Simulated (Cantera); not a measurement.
A Cantera script and its output.

```python
import numpy as np
import cantera as ct

gas = ct.Solution("gri30.yaml")
gas.TPX = 1325, 35, {'C3H8': 1, 'H2': 2.3}
reactor = ct.IdealGasConstPressureReactor(gas, energy="off", clone=False)
net = ct.ReactorNet([reactor])
net.rtol, net.atol = 1e-08, 1e-18
show = ['C3H8', 'H2', 'C2H6', 'CH4', 'C2H4', 'H', 'C2H']
times = np.geomspace(1e-05, 3, 13)

steps = ct.SolutionArray(gas, extra=["t"])
rows = []
print(f"{'t/s':>10s}{'T/K':>9s}{'P/Pa':>11s}" + "".join(f"{s:>11s}" for s in show))
for t in times:
    while net.time < t:
        t_next = net.step()
        steps.append(gas.state, t=t_next)
    rows.append([np.interp(t, steps.t, y) for y in (steps.T, steps.P, *steps(*show).X.T)])
    print(f"{t:10.3e}{rows[-1][0]:9.1f}{rows[-1][1]:11.4g}" + "".join(f"{x:11.3e}" for x in rows[-1][2:]))
rate = np.gradient(steps.T, steps.t)
print("integrator steps:", len(steps.t))
if steps.T.max() > steps.T[0] + 200:
    print(f"time of steepest temperature rise: {steps.t[rate.argmax()]:.4e} s")
gas.TPX = 1325, 35, {'C3H8': 1, 'H2': 2.3}
gas.equilibrate("TP")
print(f"equilibrium (TP): T = {gas.T:.1f} K  " + "  ".join(f"{s} {gas[s].X[0]:.3e}" for s in show))
```

It prints:

```
       t/s      T/K       P/Pa       C3H8         H2       C2H6        CH4       C2H4          H        C2H
 1.000e-05   1325.0         35  3.030e-01  6.970e-01  1.144e-09  3.794e-09  6.311e-09  1.060e-08  3.283e-29
 2.860e-05   1325.0         35  3.030e-01  6.970e-01  9.346e-09  3.101e-08  5.211e-08  8.220e-08  1.562e-26
 8.182e-05   1325.0         35  3.030e-01  6.969e-01  7.595e-08  2.528e-07  4.484e-07  5.827e-07  5.998e-24
 2.340e-04   1325.0         35  3.029e-01  6.969e-01  6.117e-07  2.059e-06  4.493e-06  3.343e-06  1.684e-21
 6.694e-04   1325.0         35  3.025e-01  6.967e-01  4.792e-06  1.708e-05  5.099e-05  1.343e-05  3.856e-19
 1.915e-03   1325.0         35  3.013e-01  6.961e-01  3.460e-05  1.523e-04  4.812e-04  3.971e-05  1.130e-16
 5.477e-03   1325.0         35  2.960e-01  6.935e-01  2.016e-04  1.497e-03  3.517e-03  1.003e-04  3.166e-14
 1.567e-02   1325.0         35  2.695e-01  6.797e-01  8.266e-04  1.414e-02  2.148e-02  2.621e-04  6.314e-12
 4.481e-02   1325.0         35  1.509e-01  6.191e-01  2.879e-03  9.036e-02  1.073e-01  7.450e-04  1.028e-09
 1.282e-01   1325.0         35  8.026e-03  5.530e-01  2.131e-03  2.069e-01  1.908e-01  1.070e-03  2.759e-08
 3.667e-01   1325.0         35  1.845e-04  5.615e-01  4.933e-04  2.156e-01  1.660e-01  2.560e-04  1.349e-08
 1.049e+00   1325.0         35  4.797e-06  5.693e-01  1.504e-04  2.128e-01  1.470e-01  7.762e-05  5.245e-09
 3.000e+00   1325.0         35  2.028e-08  5.759e-01  4.038e-05  2.098e-01  1.304e-01  2.867e-05  2.290e-09
integrator steps: 967
equilibrium (TP): T = 1325.0 K  C3H8 6.443e-15  H2 7.612e-01  C2H6 1.353e-09  CH4 8.150e-04  C2H4 1.297e-04  H 7.678e-05  C2H 1.318e-08
```

Computed with Cantera and GRI-Mech 3.0 (53 species, 325 reactions). GRI-Mech 3.0 was tuned for natural gas; its chemistry of propane as a main component is partial and can be far from experiment. GRI-Mech 3.0 stops at C3 and has no aromatics, soot or wall deposition, so with more carbon than oxygen in the feed, carbon stays in small species such as C2H2 where larger ones or solid carbon would form. Radical loss at walls, strong at low pressure, is not modelled.
